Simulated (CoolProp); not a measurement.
Vapour-liquid equilibrium of CH2F2 (R32) (1) + methanol (2) at 323.6 K; x and y are mole fractions of (1).

Computed with CoolProp (multi-fluid Helmholtz-energy mixture model, Tillner-Roth 1997 and de Reuck 1993; pair parameters Bell 2016).

```
x     bubble pressure (bar)  y at the bubble point  dew pressure at overall composition x (bar)  liquid density (mol/L)
----  ---------------------  ---------------------  -------------------------------------------  ----------------------
0.05                  4.417                  0.868                                       0.5982                   23.63
0.15                  10.84                  0.943                                       0.6683                   23.26
0.25                  15.54                  0.959                                       0.7568                   22.83
0.35                  18.70                    [?]                                       0.8730                   22.33
0.45                  20.74                    [?]                                        1.032                     [?]
0.55                  22.12                  0.971                                        1.263                   21.07
0.65                  23.32                  0.973                                        1.627                   20.28
0.75                    [?]                  0.976                                        2.287                   19.36
0.85                  26.69                  0.981                                        3.857                   18.27
0.95                  29.67                  0.991                                        12.44                   16.92
```

Task: Some entries are withheld; supply them.

Result: 
- 0.35, y at the bubble point: 0.965
- 0.45, y at the bubble point: 0.968
- 0.45, liquid density (mol/L): 21.74
- 0.75, bubble pressure (bar): 24.71

No azeotrope shows between x = 0.05 and 0.95.

The pair parameters rest on a limited set of measurements; away from them the model extrapolates. The gap from Raoult's law changes sign with composition, which may be real or a fault of the pair parameters; it wasn't checked against measurements. With so large a gap from Raoult's law the liquid may split in two, which this calculation doesn't test in full.
